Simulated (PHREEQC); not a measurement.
Brine

Make-up at 25 °C: 1.4 mol LiCl, 0.28 mol BaCl2 and 1.6 mol KBr per kg of water. Closed to the air; pH follows from the charge balance.

Model: Pitzer model, pitzer.dat, run in PHREEQC.

No solid was allowed to form.

Problem. What activity of water, osmotic coefficient does the model give?

Solution. activity of water 0.867; osmotic coefficient 1.154.
